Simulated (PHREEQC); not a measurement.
Dissolve 48 mmol/kgw MgCl2, 25 mmol/kgw Na2SO4 and 0.0057 mmol/kgw H4SiO4 at 25 °C. Closed to the air; pH follows from the charge balance.

The numbers come from PHREEQC with the ion-association model, phreeqc.dat.

This is a speciation only: nothing precipitates in the calculation.

Task: Order these S species by the share of S that they hold, largest first: MgSO4, NaSO4-, SO4-2.

Result: SO4-2 (50 %), MgSO4 (46 %), NaSO4- (3.8 %)

The pH is 6.68 and the ionic strength 0.171 mol/kgw. Complexes and solids missing from the database can't appear.
